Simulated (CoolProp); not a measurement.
A Linde-Hampson liquefier for oxygen: isothermal reversible compression at 300 K from 1 atm to 15 MPa, throttling to 1 atm, return gas leaving the recuperator 5 K below the feed. Each further row changes one setting.

Values from CoolProp's reference Helmholtz-energy equation of state, Schmidt 1985.

```
case                        liquid yield per pass  compression work (kJ/kg of gas)
--------------------------  ---------------------  -------------------------------
as stated                                   0.073                              384
high pressure 30 MPa                        0.127                              435
warm-end temperature 330 K                  0.053                              425
warm-end gap 10 K                           0.062                              384
```

Above 300 K oxygen's equation is extrapolated.
